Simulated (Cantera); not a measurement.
Abatement and gas-phase synthesis: N₂O + O₂ + H₂

A closed system holds: 1 mol N₂O, 2.7 mol O₂, 0.41 mol H₂, equilibrated at 0.165 Torr.

These are equilibrium values from Cantera (NASA tables, ideal gas, pure condensed phases), not measurements of a reactor. Candidate condensed phases: H₂O; 47 gas species. Ions and electrons are included (thermal ionisation). Kinetics and transport are ignored.

| T (°C) | x O | x N | x N₂ | x H | x O₂ | x NO |
|---|---|---|---|---|---|---|
| 2727 | 0.764 | 0.000327 | 0.121 | 0.0998 | 0.0100 | 0.00408 |
| 3227 | 0.775 | 0.00513 | 0.118 | 0.0995 | 0.000544 | 0.00158 |
| 3727 | 0.763 | 0.0379 | 0.100 | 0.0979 | 5.79e-5 | 0.000699 |
| 4227 | 0.727 | 0.132 | 0.0474 | 0.0932 | 9.39e-6 | 0.000261 |
| 4727 | 0.699 | 0.202 | 0.00818 | 0.0896 | 2.19e-6 | 6.63e-5 |
x: gas mole fraction; nothing condenses.

From 2727 °C to 4727 °C nothing is condensed.
